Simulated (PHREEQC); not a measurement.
A column of 0.2 m (30 cells, dispersivity 0.007 m, 3600 s a shift, diffusion coefficient 3e-10 m²/s) holds 0.048 eq of the database's cation exchanger X per kg of pore water, first in equilibrium with 0.0016 mol/kgw NaCl, 0.0032 mol/kgw BaCl2, 0.00092 mol/kgw LiCl and 1e-05 mol/kgw HCl. It is flushed with 0.08 mol LiCl, 0.00033 mol CdCl2 and 1e-05 mol HCl per kg of water, at 15 °C. Values are for the last cell. No CO2 enters from the air. Nothing may precipitate in this run.

Base run: PHREEQC, ion-association model, phreeqc.dat. Each further column changes one thing. The table gives Li in solution (mol/kgw).

| pore volumes | base | exchange capacity from 0.048 to 0.024 eq/kgw | dispersivity from 0.007 to 0.014 m |
|---|---|---|---|
| 0 | 0.000920 | 0.000920 | 0.000920 |
| 0.6833 | 0.00344 | 0.00499 | 0.00867 |
| 1.35 | 0.0562 | 0.0623 | 0.0547 |
| 2.017 | 0.0720 | 0.0753 | 0.0709 |
| 2.683 | 0.0752 | 0.0774 | 0.0749 |
| 3.35 | 0.0765 | 0.0782 | 0.0764 |
| 4.017 | 0.0773 | 0.0786 | 0.0772 |
